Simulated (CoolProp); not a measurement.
Saturation properties of ethanol (Tc = 241.6 °C, pc = 62.68 bar, ω = 0.644).

The numbers come from the reference Helmholtz-energy equation of state, Schroeder 2014 in CoolProp.

```csv
T (°C),p (bar),liquid cp (kJ/(kg K)),liquid viscosity (µPa s),liquid conductivity (mW/(m K))
13.55,0.03951,2.349,1360,166
33.25,0.1251,2.501,926,162
53.05,0.3399,2.677,654,158
72.85,0.8100,2.873,478,155
92.65,1.732,3.088,359,152
112.45,3.381,3.327,275,149
132.25,6.112,3.590,213,146
152.05,10.35,3.861,166,142
```

It boils at 78.4 °C under 1 atm.

Viscosity comes from a separate model (Kiselev 2005). Thermal conductivity comes from a separate model (Assael 2013).
